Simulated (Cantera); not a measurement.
Feed: 1 mol CuO, 4.3 mol CH4, 1.8 mol N2, at 2302 °C and 290 Pa.

Cantera equilibrium calculation (NASA polynomials, part measured and part estimated; ideal gas, pure solids and liquids). Rates play no part.

```csv
species,before,after
H2,0.354,0.746
N2,0.107,0.156
CO,0.0651,0.0869
H,0.383,0.000667
Cu,0.0651,0.00943
HCN,0.0165,0.000597
C3,0.000532,<1e-9
C2H,0.000471,<1e-9
CN,0.00115,3.54e-9
C,0.000156,<1e-9
C2,4.97e-5,<1e-9
C4H2,3.17e-5,<1e-9
"C(graphite), mol",2.79,3.29
"Cu(l), mol",0,0.891
```
Gas species are given as mole fractions.

Question: Which change was made?
A. temperature from 2302 °C to 1627 °C
B. temperature from 2302 °C to 2175 °C
C. temperature from 2302 °C to 1302 °C
D. pressure from 290 Pa to 133 Pa

Answer: C, temperature from 2302 °C to 1302 °C
